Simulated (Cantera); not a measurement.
Carbothermic reduction: Cu₂O + CO

Charge: 1 mol Cu₂O, 2.7 mol CO, equilibrated at 4.20 mbar.

Cantera equilibrium calculation (NASA polynomials, part measured and part estimated; ideal gas, pure solids and liquids). Candidate condensed phases: C, Cu, CuO, Cu₂O; 15 gas species. Equilibrium is a limit: real reactors are often held back by kinetics, nucleation or transport.

| T (K) | log p CO | log p Cu | log p CO₂ | log p O₂ | log p O | n Cu(s) | n Cu(l) |
|---|---|---|---|---|---|---|---|
| 825 | -2.58 | <-14 | -2.81 | <-14 | <-14 | 2.00 | 0 |
| 975 | -2.58 | -11.25 | -2.81 | <-14 | <-14 | 2.00 | 0 |
| 1125 | -2.58 | -8.87 | -2.81 | <-14 | <-14 | 2.00 | 0 |
| 1275 | -2.58 | -7.06 | -2.81 | <-14 | -14.22 | 2.00 | 0 |
| 1425 | -2.58 | -5.66 | -2.81 | -12.11 | -11.91 | 0 | 2.00 |
| 1575 | -2.58 | -4.56 | -2.81 | -10.15 | -10.05 | 0 | 1.98 |
| 1725 | -2.60 | -3.66 | -2.83 | -8.54 | -8.51 | 0 | 1.85 |
| 1875 | -2.73 | -2.91 | -2.96 | -7.19 | -7.21 | 0 | 0.857 |
| 2025 | -2.82 | -2.75 | -3.05 | -6.04 | -6.11 | 0 | 0 |
| 2175 | -2.81 | -2.75 | -3.06 | -5.09 | -5.18 | 0 | 0 |
log p: log10 of the partial pressure in bar; n: condensed amount in mol.

From 825 K to 1275 K the condensed part is Cu(s). From 1425 K to 1875 K the condensed part is Cu(l). From 2025 K to 2175 K nothing is condensed.
